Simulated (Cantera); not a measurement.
An isothermal, constant-pressure homogeneous reactor starts with CH₄ : N₂ = 1 : 52 (molar parts), at 1900 K and 69.8 Torr.

Computed with Cantera and GRI-Mech 3.0 (53 species, 325 reactions). GRI-Mech 3.0 stops at C3 and has no aromatics, soot or wall deposition, so with more carbon than oxygen in the feed, carbon stays in small species such as C2H2 where larger ones or solid carbon would form.

x: mole fraction; the columns are a selection and need not sum to one.

```json
[
 {"t (s)": "7.00e-5", "x CH₄": "0.0188", "x C₂H₂": "7.20e-11", "x C₂H₆": "1.46e-9", "x H": "3.10e-6", "x CH₂": "6.19e-9"},
 {"t (s)": "0.000229", "x CH₄": "0.0187", "x C₂H₂": "[?]", "x C₂H₆": "3.69e-8", "x H": "3.26e-6", "x CH₂": "5.73e-8"},
 {"t (s)": "0.000752", "x CH₄": "0.0184", "x C₂H₂": "[?]", "x C₂H₆": "5.43e-7", "x H": "5.09e-6", "x CH₂": "4.37e-7"},
 {"t (s)": "0.00246", "x CH₄": "0.0165", "x C₂H₂": "[?]", "x C₂H₆": "4.67e-6", "x H": "2.54e-5", "x CH₂": "2.71e-6"},
 {"t (s)": "0.00807", "x CH₄": "0.00739", "x C₂H₂": "[?]", "x C₂H₆": "3.40e-6", "x H": "0.000122", "x CH₂": "4.73e-6"},
 {"t (s)": "0.0265", "x CH₄": "0.00160", "x C₂H₂": "[?]", "x C₂H₆": "2.64e-7", "x H": "0.000215", "x CH₂": "2.29e-6"},
 {"t (s)": "0.0867", "x CH₄": "0.000227", "x C₂H₂": "0.00909", "x C₂H₆": "9.82e-9", "x H": "0.000317", "x CH₂": "7.08e-7"},
 {"t (s)": "0.284", "x CH₄": "2.95e-5", "x C₂H₂": "0.00919", "x C₂H₆": "2.34e-10", "x H": "0.000387", "x CH₂": "1.39e-7"},
 {"t (s)": "0.931", "x CH₄": "2.09e-6", "x C₂H₂": "0.00920", "x C₂H₆": "1.51e-12", "x H": "0.000426", "x CH₂": "1.20e-8"},
 {"t (s)": "3.05", "x CH₄": "3.07e-7", "x C₂H₂": "0.00920", "x C₂H₆": "<1e-12", "x H": "0.000435", "x CH₂": "1.85e-9"},
 {"t (s)": "10.0", "x CH₄": "2.37e-7", "x C₂H₂": "0.00920", "x C₂H₆": "<1e-12", "x H": "0.000435", "x CH₂": "1.43e-9"}
]
```

Q: Fill in the missing entries.

A: 
- 0.000229, x C₂H₂: 1.22e-8
- 0.000752, x C₂H₂: 1.58e-6
- 0.00246, x C₂H₂: 0.000176
- 0.00807, x C₂H₂: 0.00458
- 0.0265, x C₂H₂: 0.00830
